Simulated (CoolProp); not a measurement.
A closed Brayton cycle with carbon dioxide: compressor inlet 324.15 K and 9.6 MPa, high pressure 29.5 MPa, turbine inlet 940 K, compressor efficiency 0.85, turbine efficiency 0.85, recuperator effectiveness 0 (on enthalpy, no pinch check). Each further row changes one setting.

Values from CoolProp's reference Helmholtz-energy equation of state, Span 1996.

| case | thermal efficiency (%) | net work (kJ/kg) | compressor to turbine work | compressor exit (K) | turbine exit (K) |
|---|---|---|---|---|---|
| as stated | [?] | 108 | 0.32 | 403.4 | 802.2 |
| turbine inlet 890 K | 15.0 | [?] | 0.34 | 403.4 | [?] |
| compressor inlet 334.15 K | 14.4 | [?] | [?] | 427.1 | 802.2 |
| high pressure 25.1 MPa | 13.1 | [?] | [?] | 391.7 | 821.3 |
| recuperator effectiveness 0.5 | [?] | 108 | 0.32 | 403.4 | 802.2 |

**Question.** What belongs in the gaps?

**Answer.** 
- as stated, thermal efficiency (%): 14.9
- turbine inlet 890 K, net work (kJ/kg): 98.9
- turbine inlet 890 K, turbine exit (K): 756.8
- compressor inlet 334.15 K, net work (kJ/kg): 98.4
- compressor inlet 334.15 K, compressor to turbine work: 0.38
- high pressure 25.1 MPa, net work (kJ/kg): 96.3
- high pressure 25.1 MPa, compressor to turbine work: 0.30
- recuperator effectiveness 0.5, thermal efficiency (%): 22.1
